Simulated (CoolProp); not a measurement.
Computed with CoolProp (reference Helmholtz-energy equation of state, de Reuck 1993).

Task: Give the vapour pressure (kPa), enthalpy of vaporisation (kJ/kg), liquid viscosity (µPa s), vapour viscosity (µPa s) of saturated methanol at -4.65, 83.05, 205.75 °C.

Result: 
```
T (°C)  p (kPa)  enthalpy of vaporisation (kJ/kg)  liquid viscosity (µPa s)  vapour viscosity (µPa s)
------  -------  --------------------------------  ------------------------  ------------------------
-4.65      3.01                              1210                       873                      8.69
83.05       202                              1060                       265                      11.4
205.75     4480                               586                      77.5                      15.4
```

Viscosity comes from a separate model (Xiang 2006).
